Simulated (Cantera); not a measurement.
Cantera run, input and output.

```python
import numpy as np
import cantera as ct

gas = ct.Solution("gri30.yaml")
gas.TPX = 450, 101325, {'CH4': 1, 'O2': 4.35, 'N2': 16.3, 'H2O': 4.3}
inlet = ct.Reservoir(gas, clone=True)
gas.equilibrate("HP")  # start burning
reactor = ct.IdealGasConstPressureReactor(gas, energy="on", clone=False)
exhaust = ct.Reservoir(gas, clone=True)
tau = [0.056, 0.026, 0.012, 0.0056, 0.0026, 0.0012, 0.00055, 0.00025, 0.00012, 5.4e-05, 2.5e-05, 1.2e-05, 5.3e-06][0]
for a, b in ((inlet, reactor), (reactor, exhaust)):
    ct.MassFlowController(a, b, mdot=lambda t: reactor.mass / tau)
net = ct.ReactorNet([reactor])
show = ['CH4', 'O2', 'H2O', 'CH3', 'NO2', 'CO2', 'C2H6']

rows = []
print(f"{'tau/s':>10s}{'T/K':>9s}" + "".join(f"{s:>11s}" for s in show))
for tau in [0.056, 0.026, 0.012, 0.0056, 0.0026, 0.0012, 0.00055, 0.00025, 0.00012, 5.4e-05, 2.5e-05, 1.2e-05, 5.3e-06]:
    net.initial_time = 0.0
    net.advance(30 * tau)
    before = gas.X
    net.advance(40 * tau)
    drift = np.max(np.abs(gas.X - before) / (gas.X + 1e-9))
    rows.append([gas.T, *gas[show].X, drift])
    print(f"{tau:10.3e}{gas.T:9.1f}" + "".join(f"{x:11.3e}" for x in gas[show].X))
```

Result:

```
     tau/s      T/K        CH4         O2        H2O        CH3        NO2        CO2       C2H6
 5.600e-02   1320.0  1.728e-04  9.156e-02  2.420e-01  1.402e-05  2.820e-09  3.696e-02  5.529e-07
 2.600e-02   1299.8  4.072e-04  9.297e-02  2.411e-01  2.533e-05  1.812e-09  3.486e-02  2.096e-06
 1.200e-02    450.0  3.854e-02  1.676e-01  1.657e-01  6.430e-23 -1.901e-22 -2.465e-16 -1.063e-18
 5.600e-03    450.0  3.854e-02  1.676e-01  1.657e-01  3.215e-23 -3.446e-25 -4.470e-19 -1.928e-21
 2.600e-03    450.0  3.854e-02  1.676e-01  1.657e-01  1.599e-23 -2.177e-26 -2.824e-20 -1.218e-22
 1.200e-03    450.0  3.854e-02  1.676e-01  1.657e-01  7.452e-24 -1.375e-27 -1.784e-21 -7.691e-24
 5.500e-04    450.0  3.854e-02  1.676e-01  1.657e-01  3.424e-24 -8.686e-29 -1.127e-22 -4.858e-25
 2.500e-04    450.0  3.854e-02  1.676e-01  1.657e-01  1.558e-24 -5.487e-30 -7.117e-24 -3.069e-26
 1.200e-04    450.0  3.854e-02  1.676e-01  1.657e-01  7.427e-25 -3.466e-31 -4.495e-25 -1.938e-27
 5.400e-05    450.0  3.854e-02  1.676e-01  1.657e-01  3.368e-25 -2.189e-32 -2.840e-26 -1.224e-28
 2.500e-05    450.0  3.854e-02  1.676e-01  1.657e-01  1.555e-25 -1.383e-33 -1.794e-27 -7.734e-30
 1.200e-05    450.0  3.854e-02  1.676e-01  1.657e-01  7.425e-26 -8.735e-35 -1.133e-28 -4.885e-31
 5.300e-06    450.0  3.854e-02  1.676e-01  1.657e-01  3.314e-26 -5.518e-36 -7.157e-30 -3.086e-32
```

Cantera simulation using GRI-Mech 3.0 (53 species, 325 reactions); the numbers are that mechanism's predictions, not measurements.
